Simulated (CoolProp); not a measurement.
Vapour-liquid equilibrium of carbon dioxide (1) + R143a (2) at 273.7 K; x and y are mole fractions of (1).

The numbers come from the multi-fluid Helmholtz-energy mixture model, Span 1996 and Lemmon and Jacobsen 2000; pair parameters Bell 2016 in CoolProp.

```csv
x,"bubble pressure, mixture model (MPa)","bubble pressure, Raoult's law (MPa)","y, mixture model","y, Raoult's law"
0.05,0.7392,0.7756,0.166,0.228
0.2,1.135,1.212,0.507,0.584
0.35,1.586,1.647,0.689,0.751
0.5,2.041,2.083,?,0.849
0.65,2.480,2.519,?,0.912
0.8,2.914,2.955,?,0.957
0.95,3.373,3.391,?,0.991
```

Task: What belongs in the gaps?

Result: 
- 0.5, y, mixture model: 0.794
- 0.65, y, mixture model: 0.865
- 0.8, y, mixture model: 0.923
- 0.95, y, mixture model: 0.980

The largest gap from Raoult's law is -6.4 % in bubble pressure, at x = 0.2. No azeotrope shows between x = 0.05 and 0.95.

Pair parameters are fitted to limited data, so mixtures are less certain than the pure fluids.
